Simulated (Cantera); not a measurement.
**Pyrogenic steam for wet oxidation**

An isothermal, constant-pressure homogeneous reactor starts with 30.8 % H2, 44.1 % O2, 25.1 % N2, at 975 K and 0.296 atm.

Cantera simulation using the H2/O2 subset of GRI-Mech 3.0, which has no nitrogen chemistry; the numbers are that mechanism's predictions, not measurements. The temperature is held fixed by assumption; the heat of reaction is taken as removed at once.

```json
[
 {"t (s)": "9.00e-5", "x H2": "0.308", "x O2": "0.441", "x H2O2": "2.07e-11", "x OH": "3.45e-9", "x HO2": "2.36e-8", "x H2O": "7.46e-8"},
 {"t (s)": "0.000331", "x H2": "0.171", "x O2": "0.390", "x H2O2": "1.12e-5", "x OH": "0.00375", "x HO2": "0.000194", "x H2O": "0.142"},
 {"t (s)": "0.00122", "x H2": "0.0366", "x O2": "0.350", "x H2O2": "9.53e-5", "x OH": "1.58e-5", "x HO2": "0.000183", "x H2O": "0.321"},
 {"t (s)": "0.00447", "x H2": "0.0351", "x O2": "0.350", "x H2O2": "0.000240", "x OH": "1.71e-6", "x HO2": "0.000104", "x H2O": "0.323"},
 {"t (s)": "0.0164", "x H2": "0.0308", "x O2": "0.348", "x H2O2": "0.000463", "x OH": "2.56e-6", "x HO2": "0.000115", "x H2O": "0.328"},
 {"t (s)": "0.0604", "x H2": "0.0177", "x O2": "0.344", "x H2O2": "0.000447", "x OH": "2.53e-6", "x HO2": "9.30e-5", "x H2O": "0.343"},
 {"t (s)": "0.222", "x H2": "0.00377", "x O2": "0.340", "x H2O2": "9.52e-5", "x OH": "1.63e-6", "x HO2": "3.70e-5", "x H2O": "0.360"},
 {"t (s)": "0.816", "x H2": "0.000347", "x O2": "0.339", "x H2O2": "2.75e-6", "x OH": "4.78e-7", "x HO2": "5.83e-6", "x H2O": "0.364"},
 {"t (s)": "3.00", "x H2": "4.72e-5", "x O2": "0.339", "x H2O2": "7.86e-8", "x OH": "1.09e-7", "x HO2": "9.57e-7", "x H2O": "0.365"}
]
```
x: mole fraction; the columns are a selection and need not sum to one.

Equilibrium at this temperature and pressure: H2 4.69e-11, O2 0.339, H2O2 2.36e-10, OH 2.03e-7, HO2 1.25e-9, H2O 0.365 (gas phase only).
